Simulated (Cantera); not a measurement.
Mixture: CH3OH : O2 : N2 = 1 : 2.73 : 10.3 (molar parts), at 4.93 atm, adiabatic and at constant volume. Ignition delay is the time to a rise of 400 K.

Computed with Cantera and GRI-Mech 3.0 (53 species, 325 reactions). GRI-Mech 3.0 was tuned for natural gas; its chemistry of methanol as a main component is partial and can be far from experiment.

What does this change do: 0.38 parts H2 added?


| quantity | before | after |
|---|---|---|
| delay at 1225 K | 1.84 ms | 1.35 ms |
| delay at 1375 K | 0.228 ms | 0.193 ms |
| delay at 1525 K | 47.7 µs | 42.4 µs |
| delay at 1675 K | 14.4 µs | 13.0 µs |
| apparent activation energy between 1600 and 1750 K | 170 kJ/mol | 160 kJ/mol |
